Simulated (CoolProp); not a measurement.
Dimethyl ether along the isotherm 444.5 K: fugacity coefficient from the reference equation and from simpler models built on Tc = 400.4 K, pc = 5.337 MPa, ω = 0.196; each cubic takes its own stable root.

Values from CoolProp's reference Helmholtz-energy equation of state, Wu 2011.

```json
[
 {"p (MPa)": "0.158", "phase": "gas", "reference": "0.9924", "Redlich-Kwong": "0.9926", "Soave-Redlich-Kwong": "0.9929", "Peng-Robinson": "0.9919"},
 {"p (MPa)": "0.36", "phase": "gas", "reference": "0.9827", "Redlich-Kwong": "0.9831", "Soave-Redlich-Kwong": "0.9839", "Peng-Robinson": "0.9816"},
 {"p (MPa)": "0.819", "phase": "gas", "reference": "0.9610", "Redlich-Kwong": "0.9618", "Soave-Redlich-Kwong": "0.9635", "Peng-Robinson": "0.9584"},
 {"p (MPa)": "1.86", "phase": "gas", "reference": "0.9129", "Redlich-Kwong": "0.9143", "Soave-Redlich-Kwong": "0.9181", "Peng-Robinson": "0.9073"},
 {"p (MPa)": "4.24", "phase": "gas", "reference": "0.8081", "Redlich-Kwong": "0.8095", "Soave-Redlich-Kwong": "0.8181", "Peng-Robinson": "0.7973"},
 {"p (MPa)": "9.65", "phase": "supercritical", "reference": "0.5914", "Redlich-Kwong": "0.5911", "Soave-Redlich-Kwong": "0.6130", "Peng-Robinson": "0.5832"},
 {"p (MPa)": "22", "phase": "supercritical", "reference": "0.3792", "Redlich-Kwong": "0.3932", "Soave-Redlich-Kwong": "0.4163", "Peng-Robinson": "0.3821"},
 {"p (MPa)": "50", "phase": "supercritical", "reference": "0.3212", "Redlich-Kwong": "0.3480", "Soave-Redlich-Kwong": "0.3726", "Peng-Robinson": "0.3198"}
]
```
